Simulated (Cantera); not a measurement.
Input: 1 mol c-C4F8, 2 mol HCl, 0.69 mol H2, equilibrated at 1.33 mbar.

Equilibrium computed with Cantera from the NASA thermochemical tables; the gas is ideal and each condensed phase is pure. Candidate condensed phases: C, C6H6, C7H8, C8H18; 118 gas species. The feed counts by its element totals alone. Gases not in the tables: C2F6 and larger saturated fluorocarbons. Kinetics and transport are ignored. All values below are at 1073 K.

Base state: HF 0.447, CF4 0.263, HCl 0.191, Cl2 0.0872, Cl 0.00870, CClF3 0.00351, CCl2F2 5.50e-5 (mole fractions); condensed: C(graphite).

Q: What changes in the equilibrium state with this change: pressure from 1.33 mbar to 4.50 Pa?

A: 
```
species            before    after
----------------  -------  -------
HF                  0.447    0.507
CF4                 0.263    0.234
HCl                 0.191    0.104
Cl                0.00870   0.0513
Cl2                0.0872    0.103
CCl2F2            5.50e-5  1.12e-5
CClF3             0.00351  0.00149
C(graphite), mol     2.59     2.70
```
